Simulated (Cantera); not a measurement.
A closed system holds: 1 mol Cu, 4.8 mol CO2, 140 mol N2, at 1450 °C and 0.410 bar.

Equilibrium computed with Cantera from the NASA thermochemical tables; the gas is ideal and each condensed phase is pure. Candidate condensed phases: C, Cu, CuO, Cu2O; 27 gas species. The numbers say what is thermodynamically allowed, not how fast it happens.

Base state: N2 0.966, CO2 0.0327, Cu 0.000521, CO 0.000382, O2 0.000144, NO 9.18e-5 (mole fractions); condensed: Cu(l).

### Question
What changes in the equilibrium state with this change: pressure from 0.410 bar to 1.40 mbar?

### Answer
```json
[
 {"species": "N2", "before": "0.966", "after": "0.959"},
 {"species": "CO2", "before": "0.0327", "after": "0.0306"},
 {"species": "Cu", "before": "0.000521", "after": "0.00685"},
 {"species": "O", "before": "1.07e-6", "after": "4.83e-5"},
 {"species": "O2", "before": "0.000144", "after": "0.00101"},
 {"species": "CO", "before": "0.000382", "after": "0.00231"},
 {"species": "NO", "before": "9.18e-5", "after": "0.000242"},
 {"species": "Cu(l), mol", "before": "0.924", "after": "0"}
]
```
